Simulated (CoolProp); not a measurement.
Properties of R1336mzz(Z) along the isotherm 241.8 K (Tc = 444.5 K, pc = 29.04 bar, ω = 0.386).

The numbers come from the reference Helmholtz-energy equation of state, McLinden 2020 in CoolProp.

| p (bar) | phase | density (kg/m³) | expansivity (1/kK) | fugacity coefficient |
|---|---|---|---|---|
| 1.04 | liquid | 1503 | 1.553 | 0.04074 |
| 2.07 | liquid | 1503 | 1.552 | 0.02058 |
| 3.11 | liquid | 1503 | 1.551 | 0.01378 |
| 4.15 | liquid | 1504 | 1.549 | 0.01038 |
| 5.19 | liquid | 1504 | 1.548 | 0.008350 |
| 6.22 | liquid | 1504 | 1.546 | 0.007006 |
| 7.26 | liquid | 1504 | 1.545 | 0.006037 |
| 8.3 | liquid | 1504 | 1.544 | 0.005310 |
| 9.33 | liquid | 1505 | 1.542 | 0.004750 |
| 10.4 | liquid | 1505 | 1.541 | 0.004286 |
| 11.4 | liquid | 1505 | 1.539 | 0.003932 |
| 12.4 | liquid | 1505 | 1.538 | 0.003634 |
| 13.5 | liquid | 1505 | 1.537 | 0.003358 |
| 14.5 | liquid | 1506 | 1.535 | 0.003143 |
